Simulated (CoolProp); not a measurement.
The fluid at 348.79 K and 12.4 MPa (supercritical) is heated at constant pressure to 408.9 K. The same conditions are run with several fluids, on thermodynamics alone (safety and materials aside).

The numbers come from the reference Helmholtz-energy equation of state of each fluid (R507A: Lemmon 2003; ethane: Bücker 2006; R410A: Lemmon 2003; R13: Platzer 1990; carbon dioxide: Span 1996) in CoolProp. The equations of Platzer and Polt are older, rougher fits. Blends and air are pseudo-pure fits.

| fluid | heat (kJ/kg) | final density (kg/m³) |
|---|---|---|
| R507A | ? | ? |
| ethane | 233 | 156 |
| R410A | 126 | 506 |
| R13 | 73.2 | ? |
| carbon dioxide | ? | ? |

Q: What belongs in the gaps?

A: 
- R507A, heat (kJ/kg): 98.5
- R507A, final density (kg/m³): 652
- R13, final density (kg/m³): 526
- carbon dioxide, heat (kJ/kg): 109
- carbon dioxide, final density (kg/m³): 200
